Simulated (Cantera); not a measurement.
Input: 1 mol BN, a varied amount of HCl, 0.34 mol H₂, held at 6.10 Pa.

Method: chemical equilibrium by Gibbs-energy minimisation in Cantera with the NASA 1993 tables (ideal gas, pure condensed phases). Candidate condensed phases: B, BN, NH₄Cl; 21 gas species. The tables' values for BCl₂ are old estimates. The numbers say what is thermodynamically allowed, not how fast it happens.

Q: What condenses at these points (T in K, n(HCl) in mol): (2025, 2); (1975, 5.2); (2025, 7); (1475, 2); (1775, 2)?

A: 
| T (K) | n(HCl) in mol | condensed phases | B condensed (%) |
|---|---|---|---|
| 2025 | 2 | gas only | 0.0 |
| 1975 | 5.2 | gas only | 0.0 |
| 2025 | 7 | gas only | 0.0 |
| 1475 | 2 | BN | 95.4 |
| 1775 | 2 | BN | 24.4 |
